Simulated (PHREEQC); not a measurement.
Consider water at 20 °C with 0.0015 mol/kgw Cu(BF4)2, 0.0011 mol/kgw HNO3 and 0.093 mol/kgw NaCl. It is in equilibrium with CO2 at log p = -3.4 (atm). Otherwise closed; pH follows from the charge balance.

Model: ion-association model, phreeqc.dat, run in PHREEQC.

No solid was allowed to form.

Q: Order these Cu species by the share of Cu that they hold, largest first: CuCl+, CuF+, CuCl2, Cu+2.

A: Cu+2 (92 %), CuCl+ (7.2 %), CuF+ (0.98 %), CuCl2 (0.20 %)

Q: Order these B species by the share of B that they hold, largest first: H3BO3, BF4-, BF2(OH)2-, BF3OH-.

A: BF4- (58 %), H3BO3 (30 %), BF3OH- (7.8 %), BF2(OH)2- (3.5 %)

The pH is 2.82 and the ionic strength 0.0990 mol/kgw. Real BF4- forms and hydrolyses slowly; the run takes it at equilibrium.
